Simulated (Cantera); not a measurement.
A closed system holds: 1 mol Si3N4, 0.051 mol CO2, 51 mol H2, 0.062 mol O2, at 1550 °C and 1.33 mbar.

Cantera equilibrium calculation (NASA polynomials, part measured and part estimated; ideal gas, pure solids and liquids). Candidate condensed phases: C, C6H6, C7H8, C8H18, H2O, Si, SiC, SiO2, Si2N2O, Si3N4; 151 gas species. Mutual solubility and eutectic melting of coexisting phases are not modelled. Gases not in the tables: Si2H6 and higher silanes. Equilibrium is a limit: real reactors are often held back by kinetics, nucleation or transport.

Base state: H2 0.943, N2 0.0372, H 0.0115, SiO 0.00375, Si 0.00332, CO 0.000452, SiH 0.000126, Si2C 3.97e-5 (mole fractions); condensed: Si(l) + SiC(s).

What changes in the equilibrium state with this change: pressure from 1.33 mbar to 15.0 Pa?


| species | before | after |
|---|---|---|
| H2 | 0.943 | 0.896 |
| N2 | 0.0372 | 0.0358 |
| H | 0.0115 | 0.0335 |
| Si | 0.00332 | 0.0295 |
| Si3 | 5.04e-6 | 4.48e-5 |
| Si2 | 2.15e-5 | 0.000191 |
| Si(l), mol | 2.58 | 1.05 |
| SiC(s), mol | 0.0226 | 0.00503 |
The tables' values for SiN are old estimates; treat these amounts as uncertain.

What changes in the equilibrium state with this change: CO2 from 0.051 to 0.1 mol?


```
species        before     after
-----------  --------  --------
H2              0.943     0.942
N2             0.0372    0.0371
H              0.0115    0.0115
SiO           0.00375   0.00537
CO           0.000452  0.000647
SiH2          3.31e-5   3.31e-5
HCN           3.43e-5   3.43e-5
Si2N          1.52e-5   1.51e-5
Si(l), mol       2.58      2.45
SiC(s), mol    0.0226    0.0611
```

What changes in the equilibrium state with this change: Si3N4 replaced by Si?


| species | before | after |
|---|---|---|
| H2 | 0.943 | 0.980 |
| H | 0.0115 | 0.0117 |
| SiO | 0.00375 | 0.00390 |
| N2 | 0.0372 | 0 |
| HCN | 3.43e-5 | 0 |
| Si2N | 1.52e-5 | 0 |
| SiH2 | 3.31e-5 | 3.44e-5 |
| Si(l), mol | 2.58 | 0.587 |
| SiC(s), mol | 0.0226 | 0.0246 |
